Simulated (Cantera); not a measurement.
Cantera run, input and output.

```python
import numpy as np
import cantera as ct

gas = ct.Solution("h2o2.yaml")
gas.TPX = 348, 13332, {'H2': 1, 'O2': 0.455, 'N2': 1.71}
flame = ct.FreeFlame(gas, width=0.16)
flame.set_refine_criteria(ratio=3, slope=0.08, curve=0.16)
flame.transport_model = "mixture-averaged"
flame.solve(loglevel=0, auto=True)
z, T = flame.grid, flame.T
thick = (T[-1] - T[0]) / np.gradient(T, z).max()
show = ['H2', 'O2', 'O', 'H', 'OH', 'H2O']
print(f"laminar burning velocity  {flame.velocity[0] * 100:.3f} cm/s")
print(f"burnt temperature         {T[-1]:.1f} K")
print(f"thermal thickness         {thick * 1e3:.4f} mm")
print(f"grid points               {len(z)}")
z0 = z[flame.heat_release_rate.argmax()]
print(f"{'z/mm':>9s}{'T/K':>9s}{'u/(m/s)':>9s}" + "".join(f"{s:>11s}" for s in show))
rows = []
for k in (-3, -2, -1.5, -1, -0.5, -0.25, 0, 0.25, 0.5, 1, 2, 4, 8):
    zz = z0 + k * thick
    rows.append([k * thick, np.interp(zz, z, T), np.interp(zz, z, flame.velocity),
                 *(np.interp(zz, z, flame.X[gas.species_index(s)]) for s in show)])
    print(f"{rows[-1][0] * 1e3:9.3f}{rows[-1][1]:9.1f}{rows[-1][2]:9.3f}" + "".join(f"{x:11.3e}" for x in rows[-1][3:]))
```

Result:

```
laminar burning velocity  262.532 cm/s
burnt temperature         2350.5 K
thermal thickness         5.5047 mm
grid points               138
     z/mm      T/K  u/(m/s)         H2         O2          O          H         OH        H2O
  -16.514    348.0    2.625  3.160e-01  1.438e-01  1.857e-17  3.397e-20  5.893e-20 -1.635e-16
  -11.009    348.0    2.625  3.160e-01  1.438e-01  3.511e-15  6.607e-18  1.114e-17  1.904e-14
   -8.257    348.0    2.625  3.160e-01  1.438e-01  1.583e-13  3.531e-16  5.055e-16  1.331e-12
   -5.505    348.0    2.625  3.160e-01  1.438e-01  2.673e-11  7.140e-13  1.635e-13  4.288e-10
   -2.752    349.8    2.635  3.150e-01  1.439e-01  2.385e-07  2.306e-06  1.497e-06  2.052e-05
   -1.376    557.1    4.111  2.866e-01  1.402e-01  9.603e-05  5.173e-03  7.316e-04  1.445e-02
    0.000   1044.6    7.434  1.581e-01  9.606e-02  5.284e-03  5.439e-02  2.205e-03  1.134e-01
    1.376   1336.8    9.410  6.170e-02  3.439e-02  1.127e-02  8.408e-02  6.617e-03  2.234e-01
    2.752   1457.7   10.193  5.356e-02  2.533e-02  1.155e-02  7.806e-02  8.813e-03  2.399e-01
    5.505   1593.2   11.041  5.556e-02  2.214e-02  1.084e-02  6.500e-02  1.111e-02  2.473e-01
   11.009   1741.3   11.940  5.677e-02  1.896e-02  9.381e-03  5.104e-02  1.321e-02  2.563e-01
   22.019   1893.0   12.831  5.602e-02  1.550e-02  7.409e-03  3.780e-02  1.458e-02  2.675e-01
   44.037   2038.5   13.659  5.330e-02  1.197e-02  5.290e-03  2.634e-02  1.479e-02  2.801e-01
```

Detailed kinetics in Cantera: the H2/O2 subset of GRI-Mech 3.0, which has no nitrogen chemistry. Burning velocities carry a grid error of a few per cent, more on coarse grids.
